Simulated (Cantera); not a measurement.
A closed system holds: 1 mol Pb, 4.4 mol H₂S, 5.7 mol H₂, at 1100 K.

These are equilibrium values from Cantera (NASA tables, ideal gas, pure condensed phases), not measurements of a reactor. Candidate condensed phases: Pb, PbS, S; 10 gas species. Gases not in the tables: S₃ to S₇. The numbers say what is thermodynamically allowed, not how fast it happens.

x: gas mole fraction; n: condensed amount in mol.

| P (Pa) | x H₂ | x H₂S | x PbS | x S₂ | x Pb | x SH | n PbS(s) |
|---|---|---|---|---|---|---|---|
| 10 | 0.722 | 0.108 | 0.0796 | 0.0869 | (withheld) | 0.000464 | 0 |
| 61 | 0.673 | 0.190 | 0.0840 | 0.0508 | (withheld) | 0.000343 | 0 |
| 370 | 0.629 | 0.264 | 0.0874 | 0.0186 | (withheld) | 0.000200 | 0 |
| 2200 | 0.640 | 0.312 | 0.0432 | 0.00421 | (withheld) | 9.61e-5 | 0.537 |
| 13000 | 0.659 | 0.332 | 0.00732 | 0.000759 | (withheld) | 4.14e-5 | 0.925 |
| 82000 | 0.663 | 0.336 | 0.00116 | 0.000122 | (withheld) | 1.66e-5 | 0.988 |
| 500000 | 0.663 | 0.337 | 0.000190 | 2.00e-5 | (withheld) | 6.74e-6 | 0.998 |
| 3000000 | 0.663 | 0.337 | 3.17e-5 | 3.33e-6 | (withheld) | 2.75e-6 | 1.000 |

Problem. What belongs in the gaps?

Solution. 
- 10, x Pb: 0.00261
- 61, x Pb: 0.00146
- 370, x Pb: 0.00102
- 2200, x Pb: 0.000433
- 13000, x Pb: 7.11e-5
- 82000, x Pb: 1.12e-5
- 500000, x Pb: 1.84e-6
- 3000000, x Pb: 3.06e-7
